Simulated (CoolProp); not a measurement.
R404A along the isotherm 103.25 °C: fugacity coefficient from the reference equation and from simpler models built on Tc = 72.1 °C, pc = 3735 kPa, ω = 0.293; each cubic takes its own stable root.

Computed with CoolProp (reference Helmholtz-energy equation of state, Lemmon 2003). It is a pseudo-pure fit of the blend.

```tsv
p (kPa)	phase	reference
1330	gas	0.9067
2670	gas	0.8169
4000	supercritical	0.7312
5340	supercritical	0.6479
6670	supercritical	0.5715
8000	supercritical	0.5104
9340	supercritical	0.4642
10700	supercritical	0.4287
12000	supercritical	0.4024
13300	supercritical	0.3814
14700	supercritical	0.3633
16000	supercritical	0.3497
17300	supercritical	0.3386
18700	supercritical	0.3287
```

Problem. How far does each simpler model (Soave-Redlich-Kwong, Peng-Robinson) lie from the reference over these 14 states: mean and median of the absolute difference, and the worst?

Solution. 
- Soave-Redlich-Kwong: mean 7.7 %, median 8.2 %, worst +14.3 % at 103.25 °C and 18700 kPa
- Peng-Robinson: mean 1.8 %, median 1.5 %, worst +3.6 % at 103.25 °C and 18700 kPa
